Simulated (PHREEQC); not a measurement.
Model water analysis in mmol/kgw, 90 °C, pH 6.49:

```
constituent           mmol/kgw
--------------------  --------
Na                         537
K                         9.51
Ca                          23
Mg                        5.14
Cl                         594
S(6)                      11.2
Alkalinity (meq/kgw)     0.778
Si                         1.5
B                         1.31
```

Valence states are taken as typed.

Equilibrium calculation in PHREEQC: Pitzer model, pitzer.dat.

The ionic strength comes out as 0.649 mol/kgw. What activity coefficients do B(OH)4-, Mg+2, Ca+2, CO3-2, OH- get?

B(OH)4- 0.42, Mg+2 0.20, Ca+2 0.18, CO3-2 0.083, OH- 0.54. Single-ion values are on the MacInnes scale.

This is a speciation only: nothing precipitates in the calculation. At this temperature some constants are extrapolated from 25 °C, and those without enthalpy data are left unchanged.
